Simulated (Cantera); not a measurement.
Input (Python, Cantera):

```python
import numpy as np
import cantera as ct

gas = ct.Solution("h2o2.yaml")
gas.TPX = 950, 2666, {'H2': 0.05, 'O2': 1}
reactor = ct.IdealGasConstPressureReactor(gas, energy="off", clone=False)
net = ct.ReactorNet([reactor])
net.rtol, net.atol = 1e-08, 1e-18
show = ['H2', 'O2', 'O', 'H', 'H2O', 'H2O2']
times = np.geomspace(0.0002, 3, 13)

steps = ct.SolutionArray(gas, extra=["t"])
rows = []
print(f"{'t/s':>10s}{'T/K':>9s}{'P/Pa':>11s}" + "".join(f"{s:>11s}" for s in show))
for t in times:
    while net.time < t:
        t_next = net.step()
        steps.append(gas.state, t=t_next)
    rows.append([np.interp(t, steps.t, y) for y in (steps.T, steps.P, *steps(*show).X.T)])
    print(f"{t:10.3e}{rows[-1][0]:9.1f}{rows[-1][1]:11.4g}" + "".join(f"{x:11.3e}" for x in rows[-1][2:]))
rate = np.gradient(steps.T, steps.t)
print("integrator steps:", len(steps.t))
if steps.T.max() > steps.T[0] + 200:
    print(f"time of steepest temperature rise: {steps.t[rate.argmax()]:.4e} s")
gas.TPX = 950, 2666, {'H2': 0.05, 'O2': 1}
gas.equilibrate("TP")
print(f"equilibrium (TP): T = {gas.T:.1f} K  " + "  ".join(f"{s} {gas[s].X[0]:.3e}" for s in show))
```

It prints:

```
       t/s      T/K       P/Pa         H2         O2          O          H        H2O       H2O2
 2.000e-04    950.0       2666  4.762e-02  9.524e-01  2.901e-11  3.376e-11  2.267e-11  2.192e-15
 4.457e-04    950.0       2666  4.762e-02  9.524e-01  1.564e-10  1.203e-10  1.936e-10  1.128e-14
 9.932e-04    950.0       2666  4.762e-02  9.524e-01  2.054e-09  1.369e-09  3.361e-09  6.812e-14
 2.213e-03    950.0       2666  4.762e-02  9.524e-01  3.984e-07  2.620e-07  6.890e-07  3.749e-12
 4.932e-03    950.0       2666  2.666e-02  9.413e-01  6.533e-03  6.839e-03  1.658e-02  5.736e-07
 1.099e-02    950.0       2666  8.725e-04  9.469e-01  3.546e-03  1.019e-03  4.687e-02  3.367e-07
 2.449e-02    950.0       2666  1.466e-04  9.504e-01  6.703e-04  5.438e-05  4.848e-02  1.847e-07
 5.459e-02    950.0       2666  3.381e-05  9.510e-01  1.390e-04  4.681e-06  4.869e-02  1.227e-07
 1.216e-01    950.0       2666  8.281e-06  9.512e-01  3.071e-05  4.873e-07  4.875e-02  7.679e-08
 2.711e-01    950.0       2666  1.905e-06  9.512e-01  7.447e-06  5.925e-08  4.877e-02  4.304e-08
 6.041e-01    950.0       2666  3.806e-07  9.512e-01  2.039e-06  8.545e-09  4.877e-02  2.215e-08
 1.346e+00    950.0       2666  6.527e-08  9.512e-01  6.321e-07  1.469e-09  4.878e-02  1.086e-08
 3.000e+00    950.0       2666  1.173e-08  9.512e-01  2.189e-07  2.975e-10  4.878e-02  5.237e-09
integrator steps: 1398
equilibrium (TP): T = 950.0 K  H2 5.618e-12  O2 9.512e-01  O 1.911e-10  H 8.129e-15  H2O 4.878e-02  H2O2 1.116e-11
```

Detailed kinetics in Cantera: the H2/O2 subset of GRI-Mech 3.0, which has no nitrogen chemistry. Radical loss at walls, strong at low pressure, is not modelled. The temperature is held fixed by assumption; the heat of reaction is taken as removed at once.
